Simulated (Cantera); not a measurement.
A perfectly stirred reactor is fed with C2H6 : H2 = 1 : 19 (molar parts), at 0.0109 atm; it is held at 1700 K, and followed from long to short residence time.

Cantera simulation using GRI-Mech 3.0 (53 species, 325 reactions); the numbers are that mechanism's predictions, not measurements. GRI-Mech 3.0 stops at C3 and has no aromatics, soot or wall deposition, so with more carbon than oxygen in the feed, carbon stays in small species such as C2H2 where larger ones or solid carbon would form. Radical loss at walls, strong at low pressure, is not modelled.

x: mole fraction; the columns are a selection and need not sum to one.

```csv
τ (s),x C2H6,x H2,x H,x C2H2,x CH2,x CH4
1.1,1.55e-5,0.942,0.00180,0.0366,[?],0.0183
0.44,3.56e-5,0.939,0.00198,0.0336,[?],0.0244
0.17,8.30e-5,0.934,0.00223,0.0298,[?],0.0315
0.065,0.000192,0.930,0.00253,0.0256,[?],0.0390
0.025,0.000441,0.925,0.00289,0.0211,[?],0.0458
0.0096,0.00101,0.921,0.00325,0.0166,[?],0.0508
0.0037,0.00235,0.919,0.00356,0.0119,[?],0.0529
0.0014,0.00559,0.920,0.00368,0.00706,1.06e-5,0.0500
0.00054,0.0130,0.924,0.00336,0.00296,1.12e-5,0.0392
```

Problem. Complete the blanks.

Solution. 
- 1.1, x CH2: 1.14e-6
- 0.44, x CH2: 1.74e-6
- 0.17, x CH2: 2.61e-6
- 0.065, x CH2: 3.81e-6
- 0.025, x CH2: 5.31e-6
- 0.0096, x CH2: 7.06e-6
- 0.0037, x CH2: 8.90e-6
